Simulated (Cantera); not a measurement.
An adiabatic, constant-volume homogeneous reactor starts with CH4 : O2 : N2 = 1 : 2.47 : 9.28 (molar parts), equivalence ratio 0.81, at 1025 K and 5.90 bar. Integrator tolerance rtol = 1e-08.

Cantera simulation using GRI-Mech 3.0 (53 species, 325 reactions); the numbers are that mechanism's predictions, not measurements.

```csv
quantity,before,after
time of steepest temperature rise,88.4 ms,not reached
temperature at 0.400 s,2767 K,1026 K
equilibrium temperature,2767 K,2644 K
x(CH4) at 0.400 s,<1e-12 (gas-phase equilibrium <1e-12),0.0783 (gas-phase equilibrium <1e-12)
x(O2) at 0.400 s,0.0337 (gas-phase equilibrium 0.0337),0.194 (gas-phase equilibrium 0.0374)
x(CO2) at 0.400 s,0.0656 (gas-phase equilibrium 0.0656),2.08e-8 (gas-phase equilibrium 0.0585)
x(C2H2) at 0.400 s,<1e-12 (gas-phase equilibrium <1e-12),6.46e-11 (gas-phase equilibrium <1e-12)
x(O) at 0.400 s,0.00219 (gas-phase equilibrium 0.00219),2.89e-10 (gas-phase equilibrium 0.00440)
```

Task: Which change was made?
A. CH4 1 to 1.6 parts
B. pressure from 5.90 bar to 0.600 bar
C. constant pressure in place of constant volume
D. CH4 1 to 1.7 parts

Result: B, pressure from 5.90 bar to 0.600 bar
